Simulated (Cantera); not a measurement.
Cantera run, input and output.

```python
import numpy as np
import cantera as ct

gas = ct.Solution("h2o2.yaml")
gas.TPX = 1223, 1333, {'H2': 0.04, 'O2': 1, 'H2O': 0.0025}
inlet = ct.Reservoir(gas, clone=True)

reactor = ct.IdealGasConstPressureReactor(gas, energy="off", clone=False)
exhaust = ct.Reservoir(gas, clone=True)
tau = [0.7, 0.33, 0.15, 0.072, 0.034, 0.016, 0.0073, 0.0034, 0.0016][0]
for a, b in ((inlet, reactor), (reactor, exhaust)):
    ct.MassFlowController(a, b, mdot=lambda t: reactor.mass / tau)
net = ct.ReactorNet([reactor])
show = ['H2', 'O2', 'H2O', 'O', 'H2O2']

rows = []
print(f"{'tau/s':>10s}{'T/K':>9s}" + "".join(f"{s:>11s}" for s in show))
for tau in [0.7, 0.33, 0.15, 0.072, 0.034, 0.016, 0.0073, 0.0034, 0.0016]:
    net.initial_time = 0.0
    net.advance(30 * tau)
    before = gas.X
    net.advance(40 * tau)
    drift = np.max(np.abs(gas.X - before) / (gas.X + 1e-9))
    rows.append([gas.T, *gas[show].X, drift])
    print(f"{tau:10.3e}{gas.T:9.1f}" + "".join(f"{x:11.3e}" for x in gas[show].X))
```

It prints:

```
     tau/s      T/K         H2         O2        H2O          O       H2O2
 7.000e-01   1223.0  1.662e-04  9.538e-01  4.053e-02  3.995e-03  5.704e-08
 3.300e-01   1223.0  2.566e-04  9.514e-01  4.009e-02  6.187e-03  6.395e-08
 1.500e-01   1223.0  4.001e-04  9.478e-01  3.941e-02  9.386e-03  7.046e-08
 7.200e-02   1223.0  5.996e-04  9.437e-01  3.855e-02  1.305e-02  7.608e-08
 3.400e-02   1223.0  9.087e-04  9.393e-01  3.742e-02  1.690e-02  8.258e-08
 1.600e-02   1223.0  1.416e-03  9.356e-01  3.605e-02  1.993e-02  9.227e-08
 7.300e-03   1223.0  2.365e-03  9.335e-01  3.424e-02  2.135e-02  1.092e-07
 3.400e-03   1223.0  4.105e-03  9.334e-01  3.177e-02  2.078e-02  1.348e-07
 1.600e-03   1223.0  7.293e-03  9.354e-01  2.813e-02  1.841e-02  1.656e-07
```

Cantera simulation using the H2/O2 subset of GRI-Mech 3.0, which has no nitrogen chemistry; the numbers are that mechanism's predictions, not measurements. Radical loss at walls, strong at low pressure, is not modelled. The temperature is held fixed by assumption; the heat of reaction is taken as removed at once.
